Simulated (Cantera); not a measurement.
A freely propagating, adiabatic, planar premixed flame of CH4 : CO : O2 : N2 = 1 : 0.26 : 2.84 : 10.5 (molar parts), equivalence ratio 0.75, unburnt at 350 K and 37000 Pa; mixture-averaged transport, grid criteria slope 0.08 and curve 0.16, no radiation.

Detailed kinetics in Cantera: GRI-Mech 3.0 (53 species, 325 reactions). Burning velocities carry a grid error of a few per cent, more on coarse grids.

Question: What does this change do: 0.86 parts H2O added?

Answer: 
| quantity | before | after |
|---|---|---|
| laminar burning velocity | 50.0 cm/s | 39.7 cm/s |
| thermal thickness | 1.08 mm | 1.27 mm |
| peak x(HO2) | 0.000134 | 0.000121 |
| peak x(H) | 0.00562 | 0.00410 |

Question: What does this change do: 0.15 parts CO2 added?

Answer: 
```csv
quantity,before,after
laminar burning velocity,50.0 cm/s,46.8 cm/s
thermal thickness,1.08 mm,1.13 mm
peak x(HO2),0.000134,0.000130
peak x(H),0.00562,0.00520
```

Question: What does this change do: 0.28 parts CO2 added?

Answer: 
```json
[
 {"quantity": "laminar burning velocity", "before": "50.0 cm/s", "after": "44.2 cm/s"},
 {"quantity": "thermal thickness", "before": "1.08 mm", "after": "1.17 mm"},
 {"quantity": "peak x(HO2)", "before": "0.000134", "after": "0.000127"},
 {"quantity": "peak x(H)", "before": "0.00562", "after": "0.00487"}
]
```
